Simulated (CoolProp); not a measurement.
C3F8 (R218) along the isotherm 166.85 °C: density (kg/m³) from the reference equation and from simpler models built on Tc = 71.9 °C, pc = 2.640 MPa, ω = 0.317; each cubic takes its own stable root.

Model: reference Helmholtz-energy equation of state, Lemmon 2006, in CoolProp. It is a short technical equation, of lower accuracy than the large ones.

| p (MPa) | phase | reference | ideal gas | Redlich-Kwong |
|---|---|---|---|---|
| 1.54 | gas | … | 79.15 | … |
| 3.08 | supercritical | 189.3 | 158.3 | 197.5 |
| 4.62 | supercritical | 312.4 | 237.4 | 334.6 |
| 6.15 | supercritical | 447.0 | 316.1 | 485.3 |
| 7.69 | supercritical | 576.2 | 395.2 | 619.0 |
| 9.23 | supercritical | 684.0 | … | 722.4 |
| 10.8 | supercritical | 769.7 | 555.1 | … |
| 12.3 | supercritical | 833.9 | 632.2 | 866.4 |
| 13.8 | supercritical | 885.7 | 709.2 | 918.5 |
| 15.4 | supercritical | … | 791.5 | 965.7 |
| 16.9 | supercritical | … | 868.6 | … |
| 18.5 | supercritical | 1001 | 950.8 | … |
| 20 | supercritical | 1028 | 1028 | 1071 |

Complete the blanks.


- 1.54, reference: 86.05
- 1.54, Redlich-Kwong: 87.77
- 9.23, ideal gas: 474.4
- 10.8, Redlich-Kwong: 803.9
- 15.4, reference: 931.3
- 16.9, reference: 967.5
- 16.9, Redlich-Kwong: 1004
- 18.5, Redlich-Kwong: 1040
